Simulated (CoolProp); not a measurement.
Saturation properties of sulfur hexafluoride.

Values from CoolProp's reference Helmholtz-energy equation of state, Guder 2009.

```csv
T (K),p (MPa),liquid density (kg/m³),enthalpy of vaporisation (kJ/kg),liquid viscosity (µPa s)
238.7,0.4197,1768,103.9,327
241.6,0.4661,1752,102.5,312
244.5,0.5161,1736,101.1,298
247.4,0.5701,1720,99.58,285
250.4,0.6302,1703,98.00,271
253.3,0.6927,1686,96.43,258
256.2,0.7597,1669,94.80,246
259.1,0.8314,1651,93.12,235
262,0.9080,1633,91.38,223
265,0.9926,1614,89.51,212
267.9,1.080,1594,87.63,202
270.8,1.172,1575,85.67,192
273.7,1.271,1554,83.63,183
276.6,1.375,1533,81.50,174
```

Viscosity comes from a separate model (Quiñones-Cisneros 2012).
